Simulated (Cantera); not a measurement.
Charge: 1 mol Al, 0.017 mol HCl, 0.061 mol H2, at 1.00 bar.

Cantera equilibrium calculation (NASA polynomials, part measured and part estimated; ideal gas, pure solids and liquids). Candidate condensed phases: Al, AlCl3; 12 gas species. The tables' values for AlCl2 are old estimates; treat these amounts as uncertain. Equilibrium is a limit: real reactors are often held back by kinetics, nucleation or transport. All values below are at 1425 K.

Base state: H2 0.839, AlCl 0.132, AlCl3 0.0151, AlCl2 0.0138, HCl 0.000918 (mole fractions); condensed: Al(l).

Task: What changes in the equilibrium state with this change: pressure from 1.00 bar to 58.0 mbar?

Result: 
```
species      before     after
----------  -------  --------
H2            0.839     0.805
AlCl          0.132     0.193
AlCl2        0.0138   0.00172
AlCl3        0.0151  0.000160
Al          3.60e-6   6.20e-5
AlH         5.40e-6   2.20e-5
H           6.25e-6   2.54e-5
Al(l), mol    0.987     0.983
```
